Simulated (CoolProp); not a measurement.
C3F8 (R218) along the isotherm 440 K: density (kg/m³) from the reference equation and from simpler models built on Tc = 345.0 K, pc = 26.40 bar, ω = 0.317; each cubic takes its own stable root.

Computed with CoolProp (reference Helmholtz-energy equation of state, Lemmon 2006). It is a short technical equation, of lower accuracy than the large ones.

```json
[
 {"p (bar)": "8.8", "phase": "gas", "reference": "47.37"},
 {"p (bar)": "17.6", "phase": "gas", "reference": "99.63"},
 {"p (bar)": "26.4", "phase": "gas", "reference": "157.7"},
 {"p (bar)": "35.2", "phase": "supercritical", "reference": "222.5"},
 {"p (bar)": "44", "phase": "supercritical", "reference": "293.7"},
 {"p (bar)": "52.8", "phase": "supercritical", "reference": "369.9"},
 {"p (bar)": "61.6", "phase": "supercritical", "reference": "447.9"},
 {"p (bar)": "70.4", "phase": "supercritical", "reference": "523.7"},
 {"p (bar)": "79.2", "phase": "supercritical", "reference": "593.8"},
 {"p (bar)": "88", "phase": "supercritical", "reference": "656.4"},
 {"p (bar)": "96.8", "phase": "supercritical", "reference": "710.9"},
 {"p (bar)": "106", "phase": "supercritical", "reference": "760.0"},
 {"p (bar)": "114", "phase": "supercritical", "reference": "797.2"},
 {"p (bar)": "123", "phase": "supercritical", "reference": "833.9"},
 {"p (bar)": "132", "phase": "supercritical", "reference": "866.2"}
]
```

Task: How far does each simpler model (van der Waals, Redlich-Kwong, Peng-Robinson) lie from the reference over these 15 states: mean and median of the absolute difference, and the worst?

Result: 
- van der Waals: mean 7.2 %, median 6.0 %, worst +16.9 % at 440 K and 52.8 bar
- Redlich-Kwong: mean 5.2 %, median 5.1 %, worst +8.6 % at 440 K and 61.6 bar
- Peng-Robinson: mean 1.1 %, median 1.1 %, worst +1.9 % at 440 K and 132 bar
